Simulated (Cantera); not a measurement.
A perfectly stirred reactor is fed with CH4 : O2 : N2 = 1 : 1.82 : 6.84 (molar parts), equivalence ratio 1.1, at 2.76 atm; it is adiabatic with a 675 K inlet, and is followed from long to short residence time, starting on the burning branch (τ in s: 0.039, 0.021, 0.011, 0.0057, 0.003, 0.0016, 0.00084, 0.00044, 0.00023, 0.00012, 6.5e-05).

Model: GRI-Mech 3.0 (53 species, 325 reactions), integrated in Cantera.

x: mole fraction; the columns are a selection and need not sum to one.

```
τ (s)    T (K)       x CH4        x O2       x C2H       x CH3       x NO2       x CH2
-------  -----  ----------  ----------  ----------  ----------  ----------  ----------
0.039     2438     3.02e-6     0.00182    8.65e-12     2.23e-6     1.99e-7     1.74e-7
0.021     2434  (withheld)  (withheld)    2.42e-11  (withheld)     1.87e-7  (withheld)
0.011     2427     8.91e-6     0.00237    6.63e-11     6.55e-6     1.72e-7     5.38e-7
0.0057    2416     1.49e-5     0.00290    1.69e-10     1.08e-5     1.57e-7     9.22e-7
0.0030    2400     2.39e-5     0.00365    3.84e-10     1.71e-5     1.43e-7     1.50e-6
0.0016    2379     3.74e-5     0.00464    7.98e-10     2.60e-5     1.27e-7     2.34e-6
0.00084   2350     5.90e-5     0.00595     1.61e-9     3.96e-5     1.09e-7     3.57e-6
0.00044   2315  (withheld)  (withheld)  (withheld)  (withheld)  (withheld)  (withheld)
0.00023   2272    0.000155     0.00959     6.30e-9     9.30e-5     7.15e-8     7.90e-6
0.00012   2224    0.000266      0.0120     1.32e-8    0.000149     5.46e-8     1.18e-5
6.5e-5    2174    0.000467      0.0150     2.84e-8    0.000243     4.11e-8     1.78e-5
```

Q: Complete the blanks.

A: 
- 0.021, x CH4: 5.21e-6
- 0.021, x O2: 0.00203
- 0.021, x CH3: 3.84e-6
- 0.021, x CH2: 3.06e-7
- 0.00044, x CH4: 9.44e-5
- 0.00044, x O2: 0.00759
- 0.00044, x C2H: 3.16e-9
- 0.00044, x CH3: 6.02e-5
- 0.00044, x NO2: 9.02e-8
- 0.00044, x CH2: 5.33e-6
